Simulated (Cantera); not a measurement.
Input: 1 mol C2H4, 2.5 mol NH3, 18 mol N2, held at 2398.15 K and 0.100 bar.

These are equilibrium values from Cantera (NASA tables, ideal gas, pure condensed phases), not measurements of a reactor. Candidate condensed phases: C, C6H6, C7H8, C8H18; 92 gas species. Equilibrium is a limit: real reactors are often held back by kinetics, nucleation or transport.

Base state: N2 0.750, H2 0.203, H 0.0225, HCN 0.0212, HNC 0.00219, C2H2 (acetylene) 0.00140, CN 0.000117, C2N2 3.08e-5 (mole fractions); condensed: C(graphite).

What changes in the equilibrium state with this change: pressure from 0.100 bar to 21.0 Pa?


```tsv
species	before	after
N2	0.750	0.659
H	0.0225	0.266
H2	0.203	0.0597
HCN	0.0212	0.0108
C2	8.59e-8	4.09e-5
C	3.86e-7	0.000184
C(graphite), mol	1.33	1.51
```
